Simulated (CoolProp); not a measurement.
Vapour-liquid equilibrium of n-octane (1) + n-dodecane (2) at 82.85 °C; x and y are mole fractions of (1).

Computed with CoolProp (multi-fluid Helmholtz-energy mixture model, Beckmüller 2019 and Lemmon 2004; pair parameters Bell 2016).

```
x     bubble pressure (MPa)  y at the bubble point  dew pressure at overall composition x (MPa)  liquid density (mol/L)
----  ---------------------  ---------------------  -------------------------------------------  ----------------------
0.05               0.001975                  0.588                                    0.0008990                   4.186
0.2                0.005456                  0.874                                     0.001060                   4.377
0.35               0.009114                  0.939                                     0.001292                   4.582
0.5                 0.01292                  0.967                                     0.001653                   4.805
0.65                0.01682                  0.982                                     0.002294                   5.046
0.8                 0.02074                  0.992                                     0.003749                   5.307
0.95                0.02465                  0.998                                      0.01032                   5.591
```

No azeotrope shows between x = 0.05 and 0.95.

Pair parameters are fitted to limited data, so mixtures are less certain than the pure fluids.
